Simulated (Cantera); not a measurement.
# Pyrogenic steam for wet oxidation

A perfectly stirred reactor is fed with 45.8 % H₂, 32.7 % O₂, 21.6 % N₂, at 0.250 bar; it is held at 998 K, and followed from long to short residence time.

Computed with Cantera and GRI-Mech 3.0 (53 species, 325 reactions). The temperature is held fixed by assumption; the heat of reaction is taken as removed at once.

```
τ (s)       x H₂   x O₂      x NO     x HO₂    x H₂O₂     x NO₂    x N₂O
-------  -------  -----  --------  --------  --------  --------  -------
13       0.00492  0.129  9.72e-10   4.10e-5   5.04e-5   1.38e-9  6.98e-8
2.0       0.0172  0.134  7.13e-10   8.01e-5  0.000145  3.71e-10  3.63e-8
0.30      0.0343  0.142   1.44e-9  0.000117  0.000134  1.94e-10  2.15e-8
0.045     0.0421  0.145   7.10e-9  0.000132   3.69e-5  1.70e-10  1.74e-8
0.0067    0.0654  0.155   2.77e-8  0.000145   1.09e-5  1.24e-10  1.11e-8
0.00099    0.121  0.179   7.63e-8  0.000156   6.38e-6  7.29e-11  5.43e-9
0.00015    0.222  0.225   1.33e-7  0.000147   5.21e-6  3.30e-11  2.00e-9
```
x: mole fraction; the columns are a selection and need not sum to one.
